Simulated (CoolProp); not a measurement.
Hexamethyldisiloxane (MM) along the isotherm 346.85 °C: Z from the reference equation and from simpler models built on Tc = 245.6 °C, pc = 19.31 bar, ω = 0.418; each cubic takes its own stable root.

The numbers come from the reference Helmholtz-energy equation of state, Thol 2016 in CoolProp.

```tsv
p (bar)	phase	reference
2.63	gas	0.9745
5.27	gas	0.9485
7.9	gas	0.9225
10.5	gas	0.8967
13.2	gas	0.8701
15.8	gas	0.8448
18.4	gas	0.8200
21.1	supercritical	0.7949
23.7	supercritical	0.7714
26.3	supercritical	0.7486
29	supercritical	0.7257
```

How far does each simpler model (Pitzer virial, Soave-Redlich-Kwong, Peng-Robinson) lie from the reference over these 11 states: mean and median of the absolute difference, and the worst?


- Pitzer virial: mean 1.1 %, median 1.3 %, worst +1.7 % at 346.85 °C and 23.7 bar
- Soave-Redlich-Kwong: mean 1.7 %, median 1.8 %, worst +3.2 % at 346.85 °C and 29 bar
- Peng-Robinson: mean 0.8 %, median 0.8 %, worst -1.4 % at 346.85 °C and 29 bar
